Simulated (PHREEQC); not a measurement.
0.1 g of hydrous ferric oxide (600 m²/g; 0.2 weak and 0.005 strong sites per Fe, Dzombak-Morel constants, diffuse double layer) in 1 kg of water with 0.1 mol/kgw of an inert sodium salt and 2.3e-06 mol NaH2PO4, at 25 °C; the pH is set by adding NaOH or the inert anion's acid. Oxygen alone is held at its pressure in air (log pO2 = -0.68). No CO2 enters from the air. No solid was allowed to form.

Base run: PHREEQC, ion-association model, wateq4f.dat. Each further column changes one thing. The table gives surface charge σ (C/m²).

| pH | base | background salt from 0.1 to 0.01 mol/kgw | oxide from 0.1 to 0.5 g/kgw | 0.00083 mol/kgw CuSO4 added |
|---|---|---|---|---|
| 4 | 0.316 | 0.213 | 0.320 | 0.097 |
| 4.67 | 0.249 | [?] | 0.253 | 0.095 |
| 5.33 | 0.174 | 0.086 | 0.176 | [?] |
| 6.67 | 0.061 | 0.024 | 0.063 | 0.161 |
| 7.33 | 0.028 | 0.010 | 0.029 | 0.161 |
| 8 | 0.003 | [?] | 0.004 | [?] |
| 8.67 | -0.021 | -0.008 | -0.021 | [?] |
| 9.33 | -0.051 | -0.020 | -0.051 | 0.032 |
| 10.67 | -0.154 | [?] | -0.154 | -0.027 |
| 11.33 | -0.229 | -0.131 | -0.229 | [?] |
| 12 | -0.306 | -0.229 | -0.307 | -0.148 |

Question: Fill in the missing entries.

Answer: 
- 4.67, background salt from 0.1 to 0.01 mol/kgw: 0.140
- 5.33, 0.00083 mol/kgw CuSO4 added: 0.106
- 8, background salt from 0.1 to 0.01 mol/kgw: 0.001
- 8, 0.00083 mol/kgw CuSO4 added: 0.128
- 8.67, 0.00083 mol/kgw CuSO4 added: 0.074
- 10.67, background salt from 0.1 to 0.01 mol/kgw: -0.075
- 11.33, 0.00083 mol/kgw CuSO4 added: -0.070

H3PO4, which wateq4f.dat lacks, is added to it with the constant of phreeqc.dat. In at least one series the solution becomes supersaturated in solids that the run did not let form, among them Cu(OH)2, Brochantite, Antlerite. The database has no phosphate complexes of Cu. The database's constant for dissolved Cu(OH)2 is higher than later reviews accept.
